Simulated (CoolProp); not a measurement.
Saturation properties of water.

Model: reference Helmholtz-energy equation of state, Wagner 2002, in CoolProp.

```tsv
T (K)	p (kPa)	vapour Z	surface tension (mN/m)	vapour viscosity (µPa s)
414	370.3	0.9635	50.6	13.6
420.9	448.1	0.9586	49.1	13.9
427.7	537.1	0.9533	47.7	14.1
434.6	641.4	0.9475	46.2	14.4
441.4	759.2	0.9413	44.7	14.6
448.3	895.8	0.9345	43.1	14.8
455.2	1051	0.9273	41.6	15.1
462	1224	0.9196	40.0	15.3
468.9	1421	0.9112	38.5	15.5
475.8	1643	0.9023	36.9	15.8
```

It boils at 373.1 K under 1 atm.

Viscosity comes from a separate model (Huber 2009). Surface tension comes from a separate correlation (Mulero 2012).
